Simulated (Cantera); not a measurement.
Input: 1 mol MgO, 1.2 mol HCl, 48 mol H2, at 1523 K and 6.00 Pa.

Cantera equilibrium calculation (NASA polynomials, part measured and part estimated; ideal gas, pure solids and liquids). Candidate condensed phases: H2O, Mg, MgCl2, MgO, Mg(OH)2; 22 gas species. Rates play no part.

Base state: H2 0.963, HCl 0.0229, H2O 0.00571, Mg 0.00507, H 0.00293, MgCl2 0.000613, Cl 5.59e-5, MgCl 2.74e-5 (mole fractions); condensed: MgO(s).

Question: What changes in the equilibrium state with this change: MgO replaced by Al2O3?

Answer: 
| species | before | after |
|---|---|---|
| H2 | 0.963 | 0.972 |
| HCl | 0.0229 | 0.0241 |
| H | 0.00293 | 0.00294 |
| H2O | 0.00571 | 0.000215 |
| Mg | 0.00507 | 0 |
| AlCl | 0 | 0.000142 |
| MgCl2 | 0.000613 | 0 |
| MgCl | 2.74e-5 | 0 |
| MgO(s), mol | 0.717 | 0 |
| Al2O3(s), mol | 0 | 0.996 |
Further candidate phases: Al, AlCl3, Al2O3.

Question: What changes in the equilibrium state with this change: pressure from 6.00 Pa to 13300 Pa?

Answer: 
| species | before | after |
|---|---|---|
| H2 | 0.963 | 0.976 |
| HCl | 0.0229 | 0.0210 |
| H2O | 0.00571 | 0.00172 |
| Mg | 0.00507 | 7.69e-6 |
| MgCl2 | 0.000613 | 0.00171 |
| Cl | 5.59e-5 | 1.08e-6 |
| H | 0.00293 | 6.25e-5 |
| MgO(s), mol | 0.717 | 0.916 |
